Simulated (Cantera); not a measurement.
# Premixed flame

A freely propagating, adiabatic, planar premixed flame of 45.4 % H2, 8.71 % O2, 32.8 % N2, 13.2 % H2O, equivalence ratio 2.6, unburnt at 723 K and 270000 Pa; unity-Lewis-number transport, grid criteria slope 0.08 and curve 0.16, no radiation.

Computed with Cantera and the H2/O2 subset of GRI-Mech 3.0, which has no nitrogen chemistry. The hydrogen kinetics of GRI-Mech 3.0 are dated; newer H2 mechanisms differ, most at raised pressure. Unity Lewis numbers drop preferential diffusion, which matters most where H2 and H carry the flame. Burning velocities carry a grid error of a few per cent, more on coarse grids.

```csv
z (mm),T (K),u (m/s),x H2,x O2,x H2O,x H,x HO2,x O
-0.375,723,5.53,0.454,0.0871,0.132,<1e-8,4.98e-8,<1e-8
-0.250,723,5.53,0.453,0.0871,0.132,<1e-8,9.04e-7,<1e-8
-0.188,724,5.53,0.453,0.0870,0.132,<1e-8,3.55e-6,<1e-8
-0.125,729,5.57,0.453,0.0867,0.132,1.33e-8,2.81e-5,1.77e-8
-0.0626,816,6.20,0.444,0.0812,0.144,0.000103,0.000343,9.42e-6
-0.0313,1038,7.77,0.416,0.0659,0.179,0.00317,0.000336,0.000153
0,1340,9.84,0.358,0.0378,0.241,0.0198,0.000136,0.000711
0.0313,1546,11.2,0.306,0.0143,0.292,0.0385,4.37e-5,0.000810
0.0626,1653,11.9,0.287,0.00452,0.314,0.0429,1.28e-5,0.000520
0.125,1752,12.5,0.285,0.000592,0.324,0.0357,1.62e-6,0.000260
0.250,1832,13.0,0.291,7.91e-5,0.328,0.0241,2.74e-7,0.000123
0.500,1892,13.3,0.297,2.61e-5,0.331,0.0147,1.08e-7,4.96e-5
1.00,1932,13.5,0.301,8.96e-6,0.332,0.00843,3.95e-8,1.71e-5
```
x: mole fraction of selected species; z is measured from the peak of heat release.

The laminar burning velocity comes out as 553 cm/s and the thermal thickness comes out as 0.125 mm. The peak x(H) is 0.0429, the peak x(HO2) comes out as 0.000419 and the peak x(O) is 0.000870. The grid points is 111.
